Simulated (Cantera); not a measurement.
A perfectly stirred reactor is fed with H2 : O2 : N2 = 0.14 : 1 : 0.4 (molar parts), at 0.975 Torr; it is held at 1150 K, and followed from long to short residence time.

Detailed kinetics in Cantera: GRI-Mech 3.0 (53 species, 325 reactions). Radical loss at walls, strong at low pressure, is not modelled. The temperature is held fixed by assumption; the heat of reaction is taken as removed at once.

Q: Predict: x(H2) at τ = 0.470 s; x(O2) at τ = 0.470 s; x(H) at τ = 0.470 s; x(H2) at τ = 37.0 ms; x(O2) at τ = 37.0 ms; x(H) at τ = 37.0 ms.

A: 
```json
{
 "x(H2) at τ = 0.470 s": "0.00317",
 "x(O2) at τ = 0.470 s": "0.597",
 "x(H) at τ = 0.470 s": "0.0219",
 "x(H2) at τ = 37.0 ms": "0.00976",
 "x(O2) at τ = 37.0 ms": "0.598",
 "x(H) at τ = 37.0 ms": "0.0286"
}
```
